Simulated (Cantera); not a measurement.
A perfectly stirred reactor is fed with NO : N₂ = 1 : 1.8 (molar parts), at 0.0263 atm; it is held at 2025 K, and followed from long to short residence time.

Model: GRI-Mech 3.0 (53 species, 325 reactions), integrated in Cantera. Radical loss at walls, strong at low pressure, is not modelled.

x: mole fraction; the columns are a selection and need not sum to one.

```json
[
 {"τ (s)": "8.9", "x NO": "0.157", "x O": "0.00161", "x NO₂": "2.88e-5", "x N₂O": "7.32e-6", "x O₂": "0.0991"},
 {"τ (s)": "3.8", "x NO": "0.241", "x O": "0.00127", "x NO₂": "3.35e-5", "x N₂O": "1.87e-5", "x O₂": "0.0572"},
 {"τ (s)": "1.6", "x NO": "0.307", "x O": "0.000906", "x NO₂": "2.81e-5", "x N₂O": "3.33e-5", "x O₂": "0.0244"},
 {"τ (s)": "0.68", "x NO": "0.338", "x O": "0.000658", "x NO₂": "2.04e-5", "x N₂O": "4.29e-5", "x O₂": "0.00908"},
 {"τ (s)": "0.29", "x NO": "0.350", "x O": "0.000509", "x NO₂": "1.51e-5", "x N₂O": "4.71e-5", "x O₂": "0.00327"},
 {"τ (s)": "0.12", "x NO": "0.355", "x O": "[?]", "x NO₂": "[?]", "x N₂O": "4.77e-5", "x O₂": "[?]"},
 {"τ (s)": "0.052", "x NO": "0.356", "x O": "0.000268", "x NO₂": "8.36e-6", "x N₂O": "4.48e-5", "x O₂": "0.000300"},
 {"τ (s)": "0.022", "x NO": "0.357", "x O": "0.000142", "x NO₂": "4.72e-6", "x N₂O": "3.70e-5", "x O₂": "6.09e-5"},
 {"τ (s)": "0.0093", "x NO": "0.357", "x O": "[?]", "x NO₂": "[?]", "x N₂O": "[?]", "x O₂": "[?]"}
]
```

Task: What belongs in the gaps?

Result: 
- 0.12, x O: 0.000390
- 0.12, x NO₂: 1.16e-5
- 0.12, x O₂: 0.00105
- 0.0093, x O: 5.86e-5
- 0.0093, x NO₂: 1.92e-6
- 0.0093, x N₂O: 2.53e-5
- 0.0093, x O₂: 9.67e-6
